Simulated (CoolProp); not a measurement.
Vapour-liquid equilibrium of R134a (1) + R1234ze(E) (2) at 0.387 MPa; x and y are mole fractions of (1).

Computed with CoolProp (multi-fluid Helmholtz-energy mixture model, Tillner-Roth 1994 and Thol 2016; pair parameters Bell 2022).

```json
[
 {"x": "0.05", "bubble temperature, mixture model (K)": "289.2", "bubble temperature, Raoult's law (K)": "289.5", "y, mixture model": "0.073", "y, Raoult's law": "0.066"},
 {"x": "0.125", "bubble temperature, mixture model (K)": "288.0", "bubble temperature, Raoult's law (K)": "288.7", "y, mixture model": "0.172", "y, Raoult's law": "0.161"},
 {"x": "0.2", "bubble temperature, mixture model (K)": "287.0", "bubble temperature, Raoult's law (K)": "288.0", "y, mixture model": "0.261", "y, Raoult's law": "0.251"},
 {"x": "0.275", "bubble temperature, mixture model (K)": "286.1", "bubble temperature, Raoult's law (K)": "287.3", "y, mixture model": "0.343", "y, Raoult's law": "0.337"},
 {"x": "0.35", "bubble temperature, mixture model (K)": "285.3", "bubble temperature, Raoult's law (K)": "286.6", "y, mixture model": "0.420", "y, Raoult's law": "0.420"},
 {"x": "0.425", "bubble temperature, mixture model (K)": "284.6", "bubble temperature, Raoult's law (K)": "285.9", "y, mixture model": "0.492", "y, Raoult's law": "0.498"},
 {"x": "0.5", "bubble temperature, mixture model (K)": "284.0", "bubble temperature, Raoult's law (K)": "285.2", "y, mixture model": "0.562", "y, Raoult's law": "0.573"},
 {"x": "0.575", "bubble temperature, mixture model (K)": "283.5", "bubble temperature, Raoult's law (K)": "284.5", "y, mixture model": "0.630", "y, Raoult's law": "0.645"},
 {"x": "0.65", "bubble temperature, mixture model (K)": "282.9", "bubble temperature, Raoult's law (K)": "283.9", "y, mixture model": "0.696", "y, Raoult's law": "0.714"},
 {"x": "0.725", "bubble temperature, mixture model (K)": "282.5", "bubble temperature, Raoult's law (K)": "283.3", "y, mixture model": "0.761", "y, Raoult's law": "0.780"},
 {"x": "0.8", "bubble temperature, mixture model (K)": "282.1", "bubble temperature, Raoult's law (K)": "282.7", "y, mixture model": "0.826", "y, Raoult's law": "0.843"},
 {"x": "0.875", "bubble temperature, mixture model (K)": "281.7", "bubble temperature, Raoult's law (K)": "282.1", "y, mixture model": "0.891", "y, Raoult's law": "0.904"},
 {"x": "0.95", "bubble temperature, mixture model (K)": "281.3", "bubble temperature, Raoult's law (K)": "281.5", "y, mixture model": "0.956", "y, Raoult's law": "0.962"}
]
```

The largest gap from Raoult's law is -1.3 K in bubble temperature, at x = 0.425. No azeotrope shows between x = 0.05 and 0.95.

The pair parameters rest on a limited set of measurements; away from them the model extrapolates.
